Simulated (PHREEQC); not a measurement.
A solution holds 5.9 mmol/kgw CuSO4 and 0.031 mmol/kgw HCl, at 25 °C. Closed to the air; pH follows from the charge balance.

Model: ion-association model, wateq4f.dat, run in PHREEQC.

```json
[
 {"quantity": "pH", "before": "4.62", "after": "3.50"},
 {"quantity": "ionic strength (mol/kgw)", "before": "0.0178", "after": "0.0181"},
 {"quantity": "Cu+2 (mol/kgw)", "before": "0.00444", "after": "0.00447"},
 {"quantity": "SO4-2 (mol/kgw)", "before": "0.00444", "after": "0.00438"},
 {"quantity": "CuSO4 (mol/kgw)", "before": "0.00146", "after": "0.00143"},
 {"quantity": "HSO4- (mol/kgw)", "before": "7.13e-6", "after": "9.04e-5"},
 {"quantity": "SI of Antlerite (Cu3(OH)4SO4)", "before": "-0.11", "after": "-4.56"},
 {"quantity": "SI of Brochantite (Cu4(OH)6SO4)", "before": "-0.50", "after": "-7.17"}
]
```

Question: What was changed between the two runs?
A) 0.0053 mol/kgw Na2CO3 added
B) diluted 5-fold with water
C) 0.00041 mol/kgw HNO3 added
D) CuSO4 from 0.0059 to 0.00885 mol/kgw

Answer: C, 0.00041 mol/kgw HNO3 added

This is a speciation only: nothing precipitates in the calculation.
